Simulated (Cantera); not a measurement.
A closed system holds: 1 mol Ti(OiPr)₄, 1.9 mol CH₄, 52 mol H₂, at 1.00 bar.

These are equilibrium values from Cantera (NASA tables, ideal gas, pure condensed phases), not measurements of a reactor. Candidate condensed phases: C, C₆H₆, C₇H₈, C₈H₁₈, H₂O, Ti, TiC, TiO, TiO₂, Ti₂O₃, Ti₃O₅, Ti₄O₇; 113 gas species. The feed counts by its element totals alone. TiC: taken at fixed stoichiometry. Equilibrium is a limit: real reactors are often held back by kinetics, nucleation or transport.

log p: log10 of the partial pressure in bar; n: condensed amount in mol.

```csv
T (K),log p H₂,log p CO,log p CH₄,log p H,n C(graphite),n TiC(s)
1423,-0.03,-1.27,[?],-5.19,8.66,1.00
1523,-0.03,-1.27,[?],-4.65,8.75,1.00
1623,-0.02,-1.27,[?],-4.17,8.80,1.00
1723,-0.02,-1.27,[?],-3.75,8.82,1.00
1823,-0.02,-1.27,[?],-3.38,8.82,1.00
1923,-0.03,-1.27,[?],-3.04,8.80,1.00
2023,-0.03,-1.27,[?],-2.73,8.75,1.00
```

Task: Some entries are withheld; supply them.

Result: 
- 1423, log p CH₄: -2.47
- 1523, log p CH₄: -2.69
- 1623, log p CH₄: -2.88
- 1723, log p CH₄: -3.05
- 1823, log p CH₄: -3.20
- 1923, log p CH₄: -3.33
- 2023, log p CH₄: -3.45
